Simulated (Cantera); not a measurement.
## Diamond growth

A diamond (100) surface in a fixed gas of H2 with x(CH4) = 0.004, x(CH3) = 0.00062, at 1000 K, 24.8 Torr; coverages are run to steady state.

Cantera simulation using the Harris–Goodwin 1993 mechanism for the reconstructed diamond (100) surface; the numbers are that mechanism's predictions, not measurements.

| x(H) | growth (µm/h) | θ c6HH | θ c6H* | θ c6*H | θ c6** | θ c6HM |
|---|---|---|---|---|---|---|
| 0.0001 | 1.07 | 0.349 | 0.00904 | 0.185 | 0.00146 | 0.331 |
| 0.0002 | 2.00 | 0.358 | 0.00994 | 0.204 | 0.00247 | 0.310 |
| 0.00042 | 3.55 | 0.392 | 0.0114 | 0.233 | 0.00393 | 0.262 |
| 0.00086 | 5.45 | 0.442 | 0.0131 | 0.269 | 0.00555 | 0.197 |
| 0.0018 | 7.40 | 0.496 | 0.0150 | 0.307 | 0.00712 | 0.128 |
| 0.0036 | 8.82 | 0.536 | 0.0164 | 0.334 | 0.00824 | 0.0763 |
| 0.0074 | 9.79 | 0.564 | 0.0173 | 0.353 | 0.00899 | 0.0412 |
| 0.015 | 10.3 | 0.579 | 0.0179 | 0.364 | 0.00941 | 0.0215 |
| 0.031 | 10.6 | 0.588 | 0.0183 | 0.369 | 0.00966 | 0.0107 |
θ: site fractions in the mechanism's names (c6HH fully hydrogenated, c6H* and c6*H radical sites, c6** diradical, c6HM methylated).
